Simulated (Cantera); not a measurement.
Cantera run:

```python
import numpy as np
import cantera as ct

gas_names = [...]  # 123 gases of nasa_gas.yaml made of C, H, O, S
cond_names = """
    C(gr) C6H6(L) C7H8(L) C8H18(L),n-octa H2O(s) H2O(L) H2SO4(L) S(cr1) S(cr2) S(L)
""".split()


# ... load() reads the species with a 1 bar reference pressure and builds the phases ...
atoms = {
    'C2H6': {'C': 2, 'H': 6},
    'CO2': {'C': 1, 'O': 2},
    'H2S': {'H': 2, 'S': 1},
}
top_T = {'C(gr)': 4500}  # K; cautious upper limits of use, not melting points


# ... equilibrate(T, P, feed) seeds the gas with the atoms and calls Mixture.equilibrate('TP', solver="vcs", rtol=1e-11, max_steps=5000) ...
results = []
feed = {'C2H6': 1, 'CO2': 3.9, 'H2S': 1.1}  # mol
P = 560  # Pa
for T in [900, 1100, 1300, 1500, 1700, 1900, 2100, 2300]:
    mix = equilibrate(T, P, feed)
    results.append((T, P, feed, dict(zip(mix.species_names, mix.species_moles))))

top = {s: max(r[3][s] / sum(r[3][g] for g in gas_names) for r in results) for s in gas_names}
cols = sorted((s for s in top if top[s] > 0.0001), key=lambda s: -top[s])[:6]
seen = [c for c in cond_names if any(r[3].get(c, 0) > 1e-12 for r in results)]
print("log10 of partial pressures in bar; condensed amounts in mol")
print(f"{'T/K':>10s}" + "".join(f"{s[:9]:>10s}" for s in cols + seen))
for T, P, feed, n in results:
    ng = sum(n[g] for g in gas_names)
    print(f"{T:10.4g}" + "".join(f"{np.log10(max(n[s] / ng * P / 1e5, 1e-99)):10.3f}" for s in cols)
          + "".join(f"{n.get(c, 0):10.4g}" for c in seen))
```

Result:

```
log10 of partial pressures in bar; condensed amounts in mol
       T/K        CO        H2       CO2       H2O       H2S         H
       900    -2.614    -2.827    -3.075    -3.650    -3.234   -11.346
      1100    -2.590    -2.851    -3.169    -3.423    -3.311    -9.013
      1300    -2.574    -2.827    -3.286    -3.292    -3.655    -7.370
      1500    -2.563    -2.821    -3.384    -3.229    -4.070    -6.165
      1700    -2.554    -2.821    -3.476    -3.210    -4.441    -5.242
      1900    -2.548    -2.819    -3.586    -3.233    -4.772    -4.510
      2100    -2.548    -2.823    -3.711    -3.292    -5.111    -3.918
      2300    -2.559    -2.857    -3.821    -3.371    -5.524    -3.443
```

Equilibrium computed with Cantera from the NASA thermochemical tables; the gas is ideal and each condensed phase is pure. Gases not in the tables: S3 to S7.
